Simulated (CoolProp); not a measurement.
Vapour-liquid equilibrium of C2F6 (R116) (1) + R22 (2) at 0.424 MPa; x and y are mole fractions of (1).

Values from CoolProp's multi-fluid Helmholtz-energy mixture model, Lemmon 2006 and Kamei 1995; pair parameters Bell 2016.

```tsv
x	bubble temperature (°C)	y at the bubble point	dew temperature at overall composition x (°C)	liquid density (mol/L)
0.05	-18.8	0.397	-6.4	15.10
0.125	-30.7	0.637	-8.8	14.92
0.2	-36.4	0.726	-11.3	14.54
0.275	-39.2	0.766	-14.0	14.08
0.35	-40.7	0.787	-16.9	13.62
0.425	-41.7	0.801	-20.0	13.16
0.5	-42.4	0.813	-23.4	12.72
0.575	-43.1	0.825	-27.2	12.31
0.65	-43.7	0.840	-31.5	11.93
0.725	-44.4	0.858	-36.3	11.58
0.8	-45.1	0.883	-41.6	11.26
0.875	-45.7	0.916	-44.9	10.97
0.95	-46.3	0.961	-46.2	10.70
```

No azeotrope shows between x = 0.05 and 0.95.

Pair parameters are fitted to limited data, so mixtures are less certain than the pure fluids. With so large a gap from Raoult's law the liquid may split in two, which this calculation doesn't test in full.
